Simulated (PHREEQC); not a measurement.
Solution (25 °C): 0.0038 mol Pb(NO3)2, 0.028 mol CaCl2, 0.001 mol H2SO4 and 0.22 mol NaCl per kg of water. Closed to the air; pH follows from the charge balance.

All values are PHREEQC results (ion-association model, wateq4f.dat), not measurements.

Precipitation was switched off in this run.

### Question
Order these Pb species by the share of Pb that they hold, largest first: PbNO3+, PbCl2, Pb+2, PbCl3-, PbCl+.

### Answer
PbCl+ (62 %), Pb+2 (21 %), PbCl2 (12 %), PbCl3- (2.7 %), PbNO3+ (0.62 %)

### Question
Order these S species by the share of S that they hold, largest first: SO4-2, HSO4-, NaSO4-, CaSO4, PbSO4.

### Answer
SO4-2 (58 %), CaSO4 (21 %), NaSO4- (16 %), HSO4- (3.1 %), PbSO4 (1.8 %)

The pH is 2.81 and the ionic strength 0.311 mol/kgw. Saturation is exceeded, for instance for Anglesite; the values hold only as long as no solid forms. Complexes and solids missing from the database can't appear.
